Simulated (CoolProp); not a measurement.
A single-stage vapour-compression cycle with CH3F (R41): evaporating at 210.15 K (dew point), condensing at 259.15 K (bubble point), superheat 2 K, subcooling 8 K, compressor efficiency 0.8, no pressure losses. Each further row changes one setting.

Values from CoolProp's reference Helmholtz-energy equation of state, Lemmon 2006. It is a short technical equation, of lower accuracy than the large ones.

| case | cooling COP | pressure ratio | discharge temperature (K) | refrigerating effect (kJ/kg) | volumetric capacity (kJ/m³) |
|---|---|---|---|---|---|
| as stated | 2.77 | 6.20 | 344.3 | 378 | 1720 |
| evaporating temperature 215.15 K | 3.24 | 4.95 | 332.2 | 381 | 2150 |
| condensing temperature 254.15 K | 3.17 | 5.32 | 331.6 | 389 | 1770 |
| subcooling 13 K | 2.86 | 6.20 | 344.3 | 389 | 1770 |
| superheat 12 K | 2.70 | 6.20 | 359.9 | 390 | 1680 |
| compressor efficiency 0.7 | 2.43 | 6.20 | 358.9 | 378 | 1720 |
